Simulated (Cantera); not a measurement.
Adiabatic ignition

An adiabatic, constant-pressure homogeneous reactor starts with H2 : O2 : N2 = 1 : 0.781 : 2.94 (molar parts), at 1275 K and 12.8 atm.

Cantera simulation using GRI-Mech 3.0 (53 species, 325 reactions); the numbers are that mechanism's predictions, not measurements. The hydrogen kinetics of GRI-Mech 3.0 are dated; newer H2 mechanisms differ, most at raised pressure. The pressure lies above the range GRI-Mech 3.0 was tuned for (to about 10 atm).

```tsv
t (s)	T (K)	x H2	x O2	x OH	x H2O	x NO	x H2O2	x H
1.00e-6	1275	0.212	0.165	1.35e-8	4.32e-7	<1e-12	6.06e-9	9.43e-8
3.53e-6	1275	0.212	0.165	1.32e-7	1.05e-5	<1e-12	3.03e-7	8.82e-7
1.25e-5	2625	0.00547	0.0629	0.0171	0.220	9.52e-5	1.86e-6	0.00177
4.40e-5	2669	0.00320	0.0630	0.0139	0.225	0.000590	2.01e-6	0.000797
0.000155	2666	0.00318	0.0623	0.0137	0.225	0.00221	1.99e-6	0.000787
0.000548	2659	0.00314	0.0601	0.0134	0.225	0.00672	1.93e-6	0.000760
0.00193	2649	0.00309	0.0572	0.0128	0.226	0.0129	1.85e-6	0.000724
0.00682	2646	0.00308	0.0566	0.0127	0.226	0.0142	1.84e-6	0.000716
0.0241	2646	0.00308	0.0566	0.0127	0.226	0.0142	1.84e-6	0.000716
0.0850	2646	0.00308	0.0566	0.0127	0.226	0.0142	1.84e-6	0.000716
0.300	2646	0.00308	0.0566	0.0127	0.226	0.0142	1.84e-6	0.000716
```
x: mole fraction; the columns are a selection and need not sum to one.

```json
{
  "time_of_steepest_temperature_rise": "10.3 µs",
  "temperature at 0.300 s": "2646 K",
  "equilibrium_temperature": "2646 K",
  "x(H2) at 0.300 s": "0.00308 (gas-phase equilibrium 0.00308)",
  "x(O2) at 0.300 s": "0.0566 (gas-phase equilibrium 0.0566)",
  "x(OH) at 0.300 s": "0.0127 (gas-phase equilibrium 0.0127)"
}
```
